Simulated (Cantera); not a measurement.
Feed: 1 mol SO₂, a varied amount of H₂, at 775 K and 88000 Pa.

Equilibrium computed with Cantera from the NASA thermochemical tables; the gas is ideal and each condensed phase is pure. Candidate condensed phases: H₂O, H₂SO₄, S; 19 gas species. Gases not in the tables: S₃ to S₇. Equilibrium is a limit: real reactors are often held back by kinetics, nucleation or transport.

x: gas mole fraction; nothing condenses.

```csv
n(H₂) (mol),x H₂,x H₂O,x SO₂,x H₂S,x S₂
0.75,9.54e-5,0.435,0.443,0.0616,0.0498
1.1,0.000144,0.536,0.304,0.0954,0.0526
1.5,0.000206,0.610,0.191,0.136,0.0522
2.1,0.000332,0.663,0.0808,0.204,0.0453
3,?,0.665,?,?,?
4.2,?,?,?,?,?
5.9,0.492,0.339,5.41e-12,0.169,1.42e-8
8.3,0.639,0.241,<1e-12,0.120,4.26e-9
12,0.750,0.167,<1e-12,0.0833,1.48e-9
17,0.824,0.118,<1e-12,0.0588,6.10e-10
```

Task: Some entries are withheld; supply them.

Result: 
- 4.2, x H₂: 0.286
- 4.2, x H₂O: 0.476
- 4.2, x SO₂: 7.64e-11
- 4.2, x H₂S: 0.238
- 4.2, x S₂: 8.31e-8
- 3, x H₂: 0.00314
- 3, x SO₂: 0.000156
- 3, x H₂S: 0.330
- 3, x S₂: 0.00132
